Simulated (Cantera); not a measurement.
Charge: 1 mol SiCl4, 2.2 mol HCl, 1.1 mol H2, 1.5 mol Cl2, held at 800 K and 8.40 bar.

Cantera equilibrium calculation (NASA polynomials, part measured and part estimated; ideal gas, pure solids and liquids). Candidate condensed phases: Si; 19 gas species. Rates play no part.

Question: What is the equilibrium state?

Answer: 
| Property | Value |
|---|---|
| x(HCl) | 0.759 |
| x(SiCl4) | 0.172 |
| x(Cl2) | 0.0690 |
| gas amount | 5.800 mol |
| log10 activity of Si(s) (absent) | -35.71 |
